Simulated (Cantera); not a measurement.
Cantera run, input and output.

```python
import numpy as np
import cantera as ct

gas = ct.Solution("gri30.yaml")
gas.TPX = 1223, 2666, {'H2': 0.26, 'O2': 1}
inlet = ct.Reservoir(gas, clone=True)

reactor = ct.IdealGasConstPressureReactor(gas, energy="off", clone=False)
exhaust = ct.Reservoir(gas, clone=True)
tau = [12, 4.4, 1.6, 0.55, 0.19, 0.069, 0.024, 0.0086, 0.003, 0.0011, 0.00038][0]
for a, b in ((inlet, reactor), (reactor, exhaust)):
    ct.MassFlowController(a, b, mdot=lambda t: reactor.mass / tau)
net = ct.ReactorNet([reactor])
show = ['H2', 'O2', 'OH', 'HO2', 'O', 'H', 'H2O']

rows = []
print(f"{'tau/s':>10s}{'T/K':>9s}" + "".join(f"{s:>11s}" for s in show))
for tau in [12, 4.4, 1.6, 0.55, 0.19, 0.069, 0.024, 0.0086, 0.003, 0.0011, 0.00038]:
    net.initial_time = 0.0
    net.advance(30 * tau)
    before = gas.X
    net.advance(40 * tau)
    drift = np.max(np.abs(gas.X - before) / (gas.X + 1e-9))
    rows.append([gas.T, *gas[show].X, drift])
    print(f"{tau:10.3e}{gas.T:9.1f}" + "".join(f"{x:11.3e}" for x in gas[show].X))
```

Result:

```
     tau/s      T/K         H2         O2         OH        HO2          O          H        H2O
 1.200e+01   1223.0  7.691e-05  7.694e-01  6.955e-04  1.718e-06  2.407e-04  1.238e-05  2.296e-01
 4.400e+00   1223.0  1.481e-04  7.691e-01  9.735e-04  2.911e-06  4.726e-04  3.402e-05  2.293e-01
 1.600e+00   1223.0  2.850e-04  7.685e-01  1.366e-03  4.707e-06  9.298e-04  9.393e-05  2.288e-01
 5.500e-01   1223.0  5.639e-04  7.673e-01  1.955e-03  7.292e-06  1.889e-03  2.731e-04  2.280e-01
 1.900e-01   1223.0  1.100e-03  7.652e-01  2.792e-03  1.040e-05  3.789e-03  7.837e-04  2.263e-01
 6.900e-02   1223.0  2.052e-03  7.613e-01  3.914e-03  1.347e-05  7.247e-03  2.110e-03  2.234e-01
 2.400e-02   1223.0  3.864e-03  7.538e-01  5.515e-03  1.621e-05  1.386e-02  5.745e-03  2.172e-01
 8.600e-03   1223.0  6.952e-03  7.409e-01  7.507e-03  1.782e-05  2.464e-02  1.418e-02  2.058e-01
 3.000e-03   1223.0  1.218e-02  7.221e-01  9.767e-03  1.795e-05  3.945e-02  3.057e-02  1.860e-01
 1.100e-03   1223.0  2.042e-02  7.063e-01  1.177e-02  1.701e-05  5.044e-02  4.924e-02  1.618e-01
 3.800e-04   1223.0  3.780e-02  7.042e-01  1.355e-02  1.563e-05  5.010e-02  6.035e-02  1.340e-01
```

Detailed kinetics in Cantera: GRI-Mech 3.0 (53 species, 325 reactions). Radical loss at walls, strong at low pressure, is not modelled. The temperature is held fixed by assumption; the heat of reaction is taken as removed at once.
